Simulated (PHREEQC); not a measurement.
A solution holds 0.017 mol/kgw NaBF4, at 25 °C. Closed to the air; pH follows from the charge balance.

The numbers come from PHREEQC with the ion-association model, phreeqc.dat.

Each row changes one thing in this solution. No solid was allowed to form.

```tsv
case	pH	ionic strength (mol/kgw)	HF (mol/kgw)	F- (mol/kgw)	HF2- (mol/kgw)
as made	2.90	0.0184	0.00426	0.00259	4.23e-5
diluted 5-fold with water	3.03	0.00439	0.00259	0.00198	1.97e-5
NaBF4 from 0.017 to 0.0034 mol/kgw	3.03	0.00439	0.00259	0.00198	1.97e-5
0.00099 mol/kgw Ca(HCO3)2 added	3.16	0.0207	0.00358	0.00398	5.48e-5
0.0011 mol/kgw NaHCO3 added	…	0.0191	0.00388	…	4.91e-5
NaBF4 from 0.017 to 0.0017 mol/kgw	3.09	0.00256	0.00198	0.00170	1.29e-5
NaBF4 replaced by HF at the same molality	2.51	0.00328	0.0136	0.00312	0.000162
```

### Question
What belongs in the gaps?

### Answer

- 0.0011 mol/kgw NaHCO3 added, pH: 3.04
- 0.0011 mol/kgw NaHCO3 added, F- (mol/kgw): 0.00330

Some of these states are supersaturated (in Fluorite, for instance). Real BF4- forms and hydrolyses slowly; the run takes it at equilibrium.
